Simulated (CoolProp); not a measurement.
Vapour-liquid equilibrium of R152A (1) + isobutene (2) at 15.2 bar; x and y are mole fractions of (1).

Values from CoolProp's multi-fluid Helmholtz-energy mixture model, Outcalt 1996 and Lemmon 2005; pair parameters Bell 2016.

Give the bubble temperature and the first vapour's composition at x = 0.05, 0.575, 0.65. Is there an azeotrope?

x = 0.05: 85.5 °C, y = 0.113; x = 0.575: 63.2 °C, y = 0.665; x = 0.65: 62.1 °C, y = 0.715. y crosses x between x = 0.875 and 0.95: the model has an azeotrope there.

Pair parameters are fitted to limited data, so mixtures are less certain than the pure fluids.
